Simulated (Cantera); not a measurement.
A closed system holds: 1 mol Fe3O4, 1.9 mol CH4, 0.34 mol H2, held at 11.0 Pa.

These are equilibrium values from Cantera (NASA tables, ideal gas, pure condensed phases), not measurements of a reactor. Candidate condensed phases: C, C6H6, C7H8, C8H18, Fe, Fe(CO)5, FeO, Fe(OH)2, Fe(OH)3, Fe2O3, Fe3O4, H2O; 114 gas species. Mutual solubility and eutectic melting of coexisting phases are not modelled. The tables' stoichiometric FeO is somewhat more stable than real wüstite, so its field is too wide. FeO: taken at fixed stoichiometry. Kinetics and transport are ignored.

Which condensed phases are stable at each of these points (T (°C)): 677, 777, 877, 977, 1077, 1177, 1277?


| T (°C) | condensed phases | Fe condensed (%) |
|---|---|---|
| 677 | Fe(α) + FeO(s) | 100.0 |
| 777 | Fe(α) + FeO(s) | 100.0 |
| 877 | Fe(α) + FeO(s) | 100.0 |
| 977 | Fe(γ) + FeO(s) | 100.0 |
| 1077 | Fe(γ) + FeO(s) | 100.0 |
| 1177 | Fe(γ) + FeO(s) | 99.9 |
| 1277 | Fe(γ) + FeO(s) | 99.2 |

From 677 °C to 877 °C the condensed part is Fe(α) + FeO(s). From 977 °C to 1277 °C the condensed part is Fe(γ) + FeO(s).
